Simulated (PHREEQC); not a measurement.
A solution holds 0.00097 mol BaBr2, 0.00025 mol TMAH and 0.00024 mol H4SiO4 per kg of water, at 25 °C. Closed to the air; pH follows from the charge balance.

The numbers come from PHREEQC with the ion-association model, phreeqc.dat.

```json
[
 {"quantity": "pH", "before": "9.99", "after": "9.55"},
 {"quantity": "ionic strength (mol/kgw)", "before": "0.00316", "after": "0.00303"},
 {"quantity": "H3SiO4- (mol/kgw)", "before": "0.000145", "after": "8.63e-5"},
 {"quantity": "H4SiO4 (mol/kgw)", "before": "9.50e-5", "after": "0.000154"},
 {"quantity": "H2SiO4-2 (mol/kgw)", "before": "1.14e-7", "after": "2.51e-8"},
 {"quantity": "SI of Quartz (SiO2)", "before": "-0.04", "after": "+0.17"}
]
```

**Question.** What was changed between the two runs?
(A) TMAH from 0.00025 to 0.000125 mol/kgw
(B) BaBr2 from 0.00097 to 0.00107 mol/kgw
(C) diluted 5-fold with water
(D) BaBr2 left out
(E) temperature from 25 to 65 °C

**Answer.** A, TMAH from 0.00025 to 0.000125 mol/kgw

This is a speciation only: nothing precipitates in the calculation. Some of these states are supersaturated (in Quartz (slow to form), for instance). (CH3)4N+ isn't in the database: it is added as a free cation with an ion size of 4 Å.
